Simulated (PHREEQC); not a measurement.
# Polishing slurry liquid

A solution holds 0.96 mmol/kgw KOH and 0.5 mmol/kgw CuSO4, at 48 °C. Closed to the air; pH follows from the charge balance.

All values are PHREEQC results (ion-association model, wateq4f.dat), not measurements.

```yaml
pH: 8.02
ionic_strength: 0.00152 mol/kgw
total_alkalinity: 0.960 meq/kg
```

| species | molality | activity | log γ |
|---|---|---|---|
| K+ | 0.000956 | 0.000913 | -0.020 |
| SO4-2 | 0.000496 | 0.000414 | -0.078 |
| Cu(OH)2 | 0.000457 | 0.000458 | 0.000 |
| Cu2(OH)2+2 | 1.89e-5 | 1.58e-5 | -0.079 |
| OH- | 5.19e-6 | 4.96e-6 | -0.020 |
| KSO4- | 4.04e-6 | 3.86e-6 | -0.019 |
| Cu+2 | 2.36e-6 | 1.98e-6 | -0.077 |
| CuOH+ | 2.18e-6 | 2.08e-6 | -0.020 |
| CuSO4 | 1.94e-7 | 1.94e-7 | 0.000 |
| H+ | 9.92e-9 | 9.51e-9 | -0.019 |
| Cu(OH)3- | 3.03e-9 | 2.90e-9 | -0.020 |

This is a speciation only: nothing precipitates in the calculation. The solution is supersaturated, for example in Cu(OH)2, Tenorite (slow to form), so a real one may precipitate; this is no full list. Complexes and solids missing from the database can't appear. Constants without temperature data keep their 25 °C values here. The database's constant for dissolved Cu(OH)2 is higher than later reviews accept.
